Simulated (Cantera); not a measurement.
A closed system holds: 1 mol Pb, 3.6 mol H2, 0.21 mol N2, held at 1.00 Torr.

Equilibrium computed with Cantera from the NASA thermochemical tables; the gas is ideal and each condensed phase is pure. Candidate condensed phases: Pb; 11 gas species. The numbers say what is thermodynamically allowed, not how fast it happens.

Q: Which condensed phases are stable at each of these points (T (K)): 450, 525, 600, 675, 750, 825, 900, 975, 1050, 1125, 1200, 1275?

A: 
| T (K) | condensed phases | Pb condensed (%) |
|---|---|---|
| 450 | Pb(s) | 100.0 |
| 525 | Pb(s) | 100.0 |
| 600 | Pb(s) | 100.0 |
| 675 | Pb(l) | 100.0 |
| 750 | Pb(l) | 100.0 |
| 825 | Pb(l) | 100.0 |
| 900 | Pb(l) | 99.6 |
| 975 | Pb(l) | 97.4 |
| 1050 | Pb(l) | 86.2 |
| 1125 | Pb(l) | 37.0 |
| 1200 | gas only | 0.0 |
| 1275 | gas only | 0.0 |

From 450 K to 600 K the condensed part is Pb(s). From 675 K to 1125 K the condensed part is Pb(l). From 1200 K to 1275 K nothing is condensed.
